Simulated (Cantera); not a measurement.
## Catalytic combustion on Pt

An isothermal plug-flow reactor at 575 K and 0.365 atm (inlet), inlet velocity 0.07 m/s, active area per volume 16000 1/m; feed CO : O₂ : N₂ : H₂O = 0.0056 : 0.062 : 0.79 : 0.02 (molar parts).

Detailed kinetics in Cantera: Deutschmann's 1995 Pt surface mechanism with GRI-Mech 3.0 gas chemistry. Catalytic surfaces can have several steady states; this one follows from the mechanism file's or the stated starting coverage. Mass transfer to the wall is taken as infinitely fast.

```tsv
z (m)	x CO	x O₂	x H₂O	x CO₂	θ free Pt	θ O*	θ OH*
0.00011	0.00412	0.0696	0.0228	0.00226	0.00274	0.994	0.00262
0.00021	0.00396	0.0695	0.0228	0.00243	0.00231	0.995	0.00241
0.00041	0.00374	0.0694	0.0228	0.00265	0.00196	0.995	0.00222
0.00079	0.00346	0.0693	0.0228	0.00293	0.00168	0.996	0.00206
0.0015	0.00310	0.0691	0.0228	0.00329	0.00145	0.996	0.00191
0.0029	0.00263	0.0689	0.0228	0.00376	0.00126	0.997	0.00178
0.0057	0.00206	0.0686	0.0228	0.00434	0.00111	0.997	0.00167
0.011	0.00143	0.0683	0.0228	0.00497	0.000988	0.997	0.00158
```
x: gas mole fraction; θ: surface coverage.
